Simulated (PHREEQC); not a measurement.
Dissolve 52 mmol/kgw MnCl2 at 10 °C. Closed to the air; pH follows from the charge balance.

Model: ion-association model, phreeqc.dat, run in PHREEQC.

No solid was allowed to form.

Q: Predict the pH, ionic strength, density.

A: pH 6.44; ionic strength 0.143 mol/kgw; density 1.005 g/cm³.

Q: In which forms is Cl present?

A: Cl- 93 %, MnCl+ 6.2 % of the Cl.

Constants without temperature data keep their 25 °C values here.
